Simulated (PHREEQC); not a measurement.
Buffer: an equilibrium model

Solution (20 °C): 0.24 mol NaH2PO4, 0.027 mol KOH and 0.037 mol NaCl per kg of water. Closed to the air; pH follows from the charge balance.

The numbers come from PHREEQC with the ion-association model, phreeqc.dat.

Each row changes one thing in this solution. No solid was allowed to form.

| case | pH | ionic strength (mol/kgw) |
|---|---|---|
| as made | 5.81 | 0.324 |
| temperature from 20 to 30 °C | 5.78 | 0.324 |
| NaCl left out | 5.83 | ? |
| NaH2PO4 left out | ? | ? |
| diluted 100-fold with water | 6.24 | 0.00331 |
| diluted 10-fold with water | 6.10 | ? |
| NaH2PO4 replaced by K2HPO4 at the same molality | ? | 0.774 |

Q: Some entries are withheld; supply them.

A: 
- NaCl left out, ionic strength (mol/kgw): 0.287
- NaH2PO4 left out, pH: 12.50
- NaH2PO4 left out, ionic strength (mol/kgw): 0.0640
- diluted 10-fold with water, ionic strength (mol/kgw): 0.0329
- NaH2PO4 replaced by K2HPO4 at the same molality, pH: 10.43

The ionic strength passes 0.7 mol/kgw, the rough limit of the ion-association models, in NaH2PO4 replaced by K2HPO4 at the same molality. Complexes and solids missing from the database can't appear.
